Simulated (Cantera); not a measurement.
**Reactions in the system Cl-Fe-H**

Standard-state values (1 bar) from the NASA 1993 polynomials, evaluated with Cantera. Values are per mole of reaction as written; species without (g) are pure solids or liquids, kept so even where they would boil at 1 bar.

Fe + 2 HCl(g) = FeCl₂ + 2 H(g)

```csv
T (K),ΔH° (kJ),ΔS° (J/K),ΔG° (kJ),log10 K
300,278.8,-53.5,294.9,-51.34
623,290.0,-28.2,307.6,-25.79
673,291.7,-25.6,308.9,-23.98
723,293.3,-23.3,310.1,-22.41
773,294.8,-21.3,311.3,-21.03
823,296.3,-19.5,312.3,-19.82
873,297.6,-17.9,313.2,-18.74
```

H(g) + FeCl₃(g) = FeCl₂ + HCl(g)

```tsv
T (K)	ΔH° (kJ)	ΔS° (J/K)	ΔG° (kJ)	log10 K
300	-399.0	-154.0	-352.8	61.43
623	-396.2	-147.8	-304.1	25.50
673	-395.6	-147.0	-296.7	23.03
723	-395.1	-146.1	-289.4	20.91
773	-394.5	-145.3	-282.1	19.06
823	-393.8	-144.5	-274.9	17.45
873	-393.1	-143.7	-267.7	16.02
```
